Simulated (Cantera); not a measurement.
A closed system holds: 1 mol HMDSO, 0.11 mol N2O, 0.77 mol H2, at 1225 °C.

Cantera equilibrium calculation (NASA polynomials, part measured and part estimated; ideal gas, pure solids and liquids). Candidate condensed phases: C, C6H6, C7H8, C8H18, H2O, Si, SiC, SiO2, Si2N2O, Si3N4; 151 gas species. The feed counts by its element totals alone. Mutual solubility and eutectic melting of coexisting phases are not modelled. The tables hold silica as quartz up to 1696 K and as liquid above; real silica turns to tridymite and cristobalite and melts near 1996 K. Kinetics and transport are ignored.

Q: Which condensed phases are stable at each of these points (P (Pa)): 5, 15, 45, 140, 410, 1200, 3700, 11000, 33000, 100000?

A: 
```
P (Pa)                                   condensed phases  Si condensed (%)
------  -------------------------------------------------  ----------------
5                                    C(graphite) + SiC(s)              99.9
15                                   C(graphite) + SiC(s)              99.9
45                                   C(graphite) + SiC(s)              99.9
140                                  C(graphite) + SiC(s)              99.9
410                                  C(graphite) + SiC(s)              99.9
1200                                 C(graphite) + SiC(s)              99.9
3700                                 C(graphite) + SiC(s)              99.9
11000                    C(graphite) + SiC(s) + Si2N2O(s)              99.9
33000   C(graphite) + SiC(s) + SiO2(β-quartz) + Si2N2O(s)              99.9
100000  C(graphite) + SiC(s) + SiO2(β-quartz) + Si2N2O(s)             100.0
```

From 5.00 Pa to 3700 Pa the condensed part is C(graphite) + SiC(s). At 11000 Pa the condensed part is C(graphite) + SiC(s) + Si2N2O(s). From 33000 Pa to 100000 Pa the condensed part is C(graphite) + SiC(s) + SiO2(β-quartz) + Si2N2O(s).
